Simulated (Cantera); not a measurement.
A closed system holds: 1 mol V2O3, 340 mol H2, 0.83 mol H2O, equilibrated at 825 K and 1.80 mbar.

Cantera equilibrium calculation (NASA polynomials, part measured and part estimated; ideal gas, pure solids and liquids). Candidate condensed phases: H2O, V, VO, V2O3, V2O4, V2O5; 12 gas species. Condensed phases not in the tables: the oxides between V2O3 and V2O5 other than VO2. The numbers say what is thermodynamically allowed, not how fast it happens.

Base state: H2 0.998, H2O 0.00244 (mole fractions); condensed: V2O3(s).

Question: What changes in the equilibrium state with this change: V2O3 replaced by Nb2O5?

Answer: 
```tsv
species	before	after
H2	0.998	0.998
H2O	0.00244	0.00244
V2O3(s), mol	1.00	0
Nb2O5(s), mol	0	1.00
```
Condensed phases not in the tables: the oxides between NbO2 and Nb2O5. Further candidate phases: Nb, NbO, NbO2, Nb2O5.
